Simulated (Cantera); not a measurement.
What does this Cantera script print?

```python
import numpy as np
import cantera as ct

gas_names = """
    H HO2 H2 H2O H2O2 H2S H2SO4 O OH O2 O3 S SH SO SO2 SO3 S2 S2O S8
""".split()
cond_names = """
    H2O(s) H2O(L) H2SO4(L) S(cr1) S(cr2) S(L)
""".split()


# ... load() reads the species with a 1 bar reference pressure and builds the phases ...
atoms = {
    'S': {'S': 1},
    'H2O': {'H': 2, 'O': 1},
}
top_T = {}  # K; cautious upper limits of use, not melting points


# ... equilibrate(T, P, feed) seeds the gas with the atoms and calls Mixture.equilibrate('TP', solver="vcs", rtol=1e-11, max_steps=5000) ...
results = []
feed = {'S': 1, 'H2O': 9.1}  # mol
P = 320  # Pa
for T in [1075, 1225, 1375, 1525, 1675, 1825, 1975, 2125, 2275, 2425, 2575, 2725, 2875, 3025]:
    mix = equilibrate(T, P, feed)
    results.append((T, P, feed, dict(zip(mix.species_names, mix.species_moles))))
    x = sorted(zip(gas.X, gas.species_names), reverse=True)
    print(f"T = {T:g} K  P = {P:g} Pa  gas = {mix.phase_moles(0):.4g} mol")
    print("   x: " + "  ".join(f"{s} {v:.3e}" for v, s in x if v > 1e-06))
    print("   condensed (mol): " + ("  ".join(f"{mix.phase(i).name} {mix.phase_moles(i):.4g}"
          for i in range(1, mix.n_phases) if mix.phase_moles(i) > 1e-12) or "none"))
```

Output:

```
T = 1075 K  P = 320 Pa  gas = 9.645 mol
   x: H2O 8.778e-01  H2 4.221e-02  SO2 3.272e-02  S2 2.358e-02  H2S 2.341e-02  S2O 1.460e-04  SO 5.451e-05  SH 4.835e-05
   condensed (mol): none
T = 1225 K  P = 320 Pa  gas = 9.771 mol
   x: H2O 8.364e-01  H2 8.235e-02  SO2 4.722e-02  S2 2.091e-02  H2S 1.249e-02  SO 3.358e-04  SH 1.764e-04  S2O 1.522e-04  S 2.100e-06  H 1.581e-06
   condensed (mol): none
T = 1375 K  P = 320 Pa  gas = 9.899 mol
   x: H2O 7.880e-01  H2 1.252e-01  SO2 6.492e-02  S2 1.411e-02  H2S 5.914e-03  SO 1.310e-03  SH 3.961e-04  S2O 1.275e-04  H 2.143e-05  S 1.757e-05  OH 2.428e-06
   condensed (mol): none
T = 1525 K  P = 320 Pa  gas = 10.01 mol
   x: H2O 7.459e-01  H2 1.607e-01  SO2 7.998e-02  S2 6.661e-03  SO 3.424e-03  H2S 2.393e-03  SH 5.844e-04  H 1.676e-04  S 7.811e-05  S2O 7.796e-05  OH 2.414e-05
   condensed (mol): none
T = 1675 K  P = 320 Pa  gas = 10.07 mol
   x: H2O 7.219e-01  H2 1.798e-01  SO2 8.749e-02  SO 6.222e-03  S2 1.977e-03  H 8.704e-04  H2S 7.689e-04  SH 5.686e-04  S 1.974e-04  OH 1.690e-04  S2O 3.188e-05  O2 1.197e-06
   condensed (mol): none
T = 1825 K  P = 320 Pa  gas = 10.11 mol
   x: H2O 7.136e-01  H2 1.837e-01  SO2 8.827e-02  SO 8.753e-03  H 3.337e-03  OH 9.060e-04  S2 4.362e-04  SH 4.179e-04  S 3.346e-04  H2S 2.161e-04  O2 2.166e-05  O 1.264e-05  S2O 1.006e-05
   condensed (mol): none
T = 1975 K  P = 320 Pa  gas = 10.17 mol
   x: H2O 7.064e-01  H2 1.809e-01  SO2 8.632e-02  SO 1.095e-02  H 1.029e-02  OH 3.829e-03  S 4.741e-04  SH 2.860e-04  O2 2.707e-04  O 1.602e-04  S2 9.904e-05  H2S 6.441e-05  S2O 3.202e-06
   condensed (mol): none
T = 2125 K  P = 320 Pa  gas = 10.34 mol
   x: H2O 6.826e-01  H2 1.771e-01  SO2 8.258e-02  H 2.702e-02  SO 1.316e-02  OH 1.292e-02  O2 2.288e-03  O 1.396e-03  S 6.458e-04  SH 2.075e-04  S2 2.823e-05  H2S 2.282e-05  S2O 1.198e-06
   condensed (mol): none
T = 2275 K  P = 320 Pa  gas = 10.84 mol
   x: H2O 6.097e-01  H2 1.812e-01  SO2 7.462e-02  H 6.389e-02  OH 3.346e-02  SO 1.640e-02  O2 1.140e-02  O 8.093e-03  S 1.016e-03  SH 1.926e-04  S2 1.372e-05  H2S 1.161e-05  SO3 1.289e-06
   condensed (mol): none
T = 2425 K  P = 320 Pa  gas = 12.04 mol
   x: H2O 4.620e-01  H2 1.925e-01  H 1.388e-01  OH 6.316e-02  SO2 5.925e-02  O 3.036e-02  O2 3.008e-02  SO 2.148e-02  S 2.030e-03  SH 2.472e-04  S2 1.315e-05  H2S 8.990e-06  HO2 1.397e-06  SO3 1.230e-06
   condensed (mol): none
T = 2575 K  P = 320 Pa  gas = 14.45 mol
   x: H2O 2.688e-01  H 2.640e-01  H2 1.860e-01  OH 8.597e-02  O 7.931e-02  O2 4.676e-02  SO2 3.798e-02  SO 2.638e-02  S 4.464e-03  SH 3.513e-04  S2 1.801e-05  H2S 7.826e-06  HO2 2.191e-06
   condensed (mol): none
T = 2725 K  P = 320 Pa  gas = 18.29 mol
   x: H 4.153e-01  O 1.529e-01  H2 1.417e-01  H2O 1.069e-01  OH 8.214e-02  O2 4.649e-02  SO 2.697e-02  SO2 1.784e-02  S 9.359e-03  SH 4.423e-04  S2 2.572e-05  H2S 5.652e-06  HO2 1.948e-06
   condensed (mol): none
T = 2875 K  P = 320 Pa  gas = 22.51 mol
   x: H 5.337e-01  O 2.259e-01  H2 8.141e-02  OH 5.536e-02  O2 3.115e-02  H2O 2.814e-02  SO 2.117e-02  S 1.703e-02  SO2 5.725e-03  SH 4.361e-04  S2 3.112e-05  H2S 2.901e-06  HO2 1.011e-06
   condensed (mol): none
T = 3025 K  P = 320 Pa  gas = 25.46 mol
   x: H 5.953e-01  O 2.751e-01  H2 3.906e-02  OH 2.955e-02  S 2.508e-02  O2 1.594e-02  SO 1.251e-02  H2O 5.727e-03  SO2 1.295e-03  SH 3.284e-04  S2 2.721e-05  H2S 1.080e-06
   condensed (mol): none
```

Cantera equilibrium calculation (NASA polynomials, part measured and part estimated; ideal gas, pure solids and liquids). Gases not in the tables: S3 to S7.
